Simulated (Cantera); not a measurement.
An adiabatic, constant-pressure homogeneous reactor starts with H2 : O2 : N2 = 1 : 0.806 : 7.18 (molar parts), at 1748 K and 100000 Pa. Integrator tolerance rtol = 1e-08.

Computed with Cantera and GRI-Mech 3.0 (53 species, 325 reactions).

Q: What does this change do: constant volume in place of constant pressure?

A: 
```
quantity                                                            before                                    after
---------------------------------  ---------------------------------------  ---------------------------------------
time of steepest temperature rise                                  12.7 µs                                  12.6 µs
temperature at 1.00 s                                               2433 K                                   2551 K
equilibrium temperature                                             2433 K                                   2551 K
x(H2) at 1.00 s                    0.00270 (gas-phase equilibrium 0.00270)  0.00404 (gas-phase equilibrium 0.00404)
x(O2) at 1.00 s                      0.0306 (gas-phase equilibrium 0.0306)    0.0295 (gas-phase equilibrium 0.0295)
x(N2O) at 1.00 s                   4.61e-7 (gas-phase equilibrium 4.61e-7)  6.56e-7 (gas-phase equilibrium 6.56e-7)
x(HO2) at 1.00 s                   2.96e-6 (gas-phase equilibrium 2.96e-6)  4.20e-6 (gas-phase equilibrium 4.20e-6)
x(H2O) at 1.00 s                       0.110 (gas-phase equilibrium 0.110)      0.107 (gas-phase equilibrium 0.107)
```

Q: What does this change do: initial temperature 1748 to 1648 K?

A: 
```tsv
quantity	before	after
time of steepest temperature rise	12.7 µs	16.6 µs
temperature at 1.00 s	2433 K	2359 K
equilibrium temperature	2433 K	2359 K
x(H2) at 1.00 s	0.00270 (gas-phase equilibrium 0.00270)	0.00184 (gas-phase equilibrium 0.00184)
x(O2) at 1.00 s	0.0306 (gas-phase equilibrium 0.0306)	0.0313 (gas-phase equilibrium 0.0313)
x(N2O) at 1.00 s	4.61e-7 (gas-phase equilibrium 4.61e-7)	4.05e-7 (gas-phase equilibrium 4.05e-7)
x(HO2) at 1.00 s	2.96e-6 (gas-phase equilibrium 2.96e-6)	2.47e-6 (gas-phase equilibrium 2.47e-6)
x(H2O) at 1.00 s	0.110 (gas-phase equilibrium 0.110)	0.112 (gas-phase equilibrium 0.112)
```
